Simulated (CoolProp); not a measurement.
c-C4F8 (RC318) at several states: density (kg/m³) from the reference equation and from simpler models built on Tc = 388.4 K, pc = 2.778 MPa, ω = 0.355; each cubic takes its own stable root.

The numbers come from the reference Helmholtz-energy equation of state, Platzer 1990 in CoolProp. This equation is an older, rougher fit; its heat capacities, sound speeds and derivatives of the liquid may be far off and weren't checked against measurements.

| T (K) | p (MPa) | phase | reference |
|---|---|---|---|
| 271.8 | 0.688 | liquid | 1601 |
| 407.6 | 0.265 | gas | 16.08 |
| 276.4 | 3.36 | liquid | 1598 |

Question: How far does each simpler model (Redlich-Kwong, Peng-Robinson) lie from the reference over these 3 states: mean and median of the absolute difference, and the worst?

Answer: 
- Redlich-Kwong: mean 6.8 %, median 9.6 %, worst -10.7 % at 271.8 K and 0.688 MPa
- Peng-Robinson: mean 4.8 %, median 6.7 %, worst +7.1 % at 276.4 K and 3.36 MPa
